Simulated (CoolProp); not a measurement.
Saturated liquid density (kg/m³) of 1,2-dichloroethane: the reference equation beside estimates from Tc = 561.6 K, pc = 5226 kPa, ω = 0.269.

The numbers come from the reference Helmholtz-energy equation of state, Thol 2015 in CoolProp.

```json
[
 {"T (K)": "340", "reference": "1183", "Redlich-Kwong": "1001", "Soave-Redlich-Kwong": "1034"},
 {"T (K)": "346.2", "reference": "1173", "Redlich-Kwong": "991.6", "Soave-Redlich-Kwong": "1026"},
 {"T (K)": "352.3", "reference": "?", "Redlich-Kwong": "982.6", "Soave-Redlich-Kwong": "1017"},
 {"T (K)": "358.5", "reference": "1154", "Redlich-Kwong": "973.1", "Soave-Redlich-Kwong": "1009"},
 {"T (K)": "364.6", "reference": "?", "Redlich-Kwong": "963.7", "Soave-Redlich-Kwong": "1000"},
 {"T (K)": "370.8", "reference": "?", "Redlich-Kwong": "953.8", "Soave-Redlich-Kwong": "991.0"},
 {"T (K)": "376.9", "reference": "1124", "Redlich-Kwong": "?", "Soave-Redlich-Kwong": "981.8"},
 {"T (K)": "383.1", "reference": "1113", "Redlich-Kwong": "933.7", "Soave-Redlich-Kwong": "972.1"},
 {"T (K)": "389.2", "reference": "1103", "Redlich-Kwong": "923.3", "Soave-Redlich-Kwong": "962.4"},
 {"T (K)": "395.4", "reference": "1092", "Redlich-Kwong": "912.5", "Soave-Redlich-Kwong": "952.2"},
 {"T (K)": "401.5", "reference": "1081", "Redlich-Kwong": "901.7", "Soave-Redlich-Kwong": "941.9"},
 {"T (K)": "407.7", "reference": "?", "Redlich-Kwong": "890.4", "Soave-Redlich-Kwong": "931.1"},
 {"T (K)": "413.8", "reference": "1058", "Redlich-Kwong": "879.0", "Soave-Redlich-Kwong": "920.1"},
 {"T (K)": "419.9", "reference": "1047", "Redlich-Kwong": "867.4", "Soave-Redlich-Kwong": "908.8"},
 {"T (K)": "426.1", "reference": "1035", "Redlich-Kwong": "855.2", "Soave-Redlich-Kwong": "896.9"}
]
```

**Question.** Some entries are withheld; supply them.

**Answer.** 
- 352.3, reference: 1164
- 364.6, reference: 1144
- 370.8, reference: 1134
- 376.9, Redlich-Kwong: 943.9
- 407.7, reference: 1070

Absolute difference from the reference over all 15 rows, mean and median: Redlich-Kwong 16.2 and 16.1 %, Soave-Redlich-Kwong 12.8 and 12.7 %.
